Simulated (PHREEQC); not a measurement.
Make-up at 25 °C: 0.015 mol/kgw NH4Cl, 9e-05 mol/kgw NaOH and 0.031 mol/kgw LiCl. Closed to the air; pH follows from the charge balance.

Computed with PHREEQC (ion-association model, phreeqc.dat).

Precipitation was switched off in this run.

Question: Predict the pH, specific conductance.

Answer: pH 7.12; specific conductance 5090 µS/cm.

Species that the database lacks are ignored.
